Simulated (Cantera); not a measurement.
Feed: 1 mol BCl₃, 0.36 mol N₂, 21 mol H₂.

These are equilibrium values from Cantera (NASA tables, ideal gas, pure condensed phases), not measurements of a reactor. Candidate condensed phases: B, BN, NH₄Cl; 21 gas species. N₂ is the only nitrogen source here; it is nearly inert below about 1500 K, so the nitride shown seldom forms there in practice. Mutual solubility and eutectic melting of coexisting phases are not modelled. The tables' values for BCl₂ are old estimates. Kinetics and transport are ignored.

Question: What condenses at these points (T in K, P in Pa): (2000, 400); (2000, 63); (1450, 25); (1650, 100000); (1500, 1000); (1400, 40000)?

Answer: 
```json
[
 {"T (K)": "2000", "P in Pa": "400", "condensed phases": "B", "B condensed (%)": "15.5"},
 {"T (K)": "2000", "P in Pa": "63", "condensed phases": "gas only", "B condensed (%)": "0.0"},
 {"T (K)": "1450", "P in Pa": "25", "condensed phases": "B + BN", "B condensed (%)": "96.9"},
 {"T (K)": "1650", "P in Pa": "100000", "condensed phases": "B + BN", "B condensed (%)": "91.6"},
 {"T (K)": "1500", "P in Pa": "1000", "condensed phases": "B + BN", "B condensed (%)": "96.9"},
 {"T (K)": "1400", "P in Pa": "40000", "condensed phases": "B + BN", "B condensed (%)": "83.5"}
]
```
